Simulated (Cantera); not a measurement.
Source: NASA polynomial tables (part measured, part estimated), evaluated in Cantera. Values are per mole of reaction as written; species without (g) are pure solids or liquids, kept so even where they would boil at 1 bar.

Problem. Between 1350 and 1600 K, where is each reaction favourable under standard conditions?
- 5 Cr2N + 3 NO(g) + 12 H2O(g) → 8 NH3(g) + 5 Cr2O3

Solution. 
- 5 Cr2N + 3 NO(g) + 12 H2O(g) → 8 NH3(g) + 5 Cr2O3: ΔG° is -1087 kJ at 1350 K and -778 kJ at 1600 K; it stays negative (K > 1). ΔH° is -2758 kJ and ΔS° -1237 J/K at 1600 K.
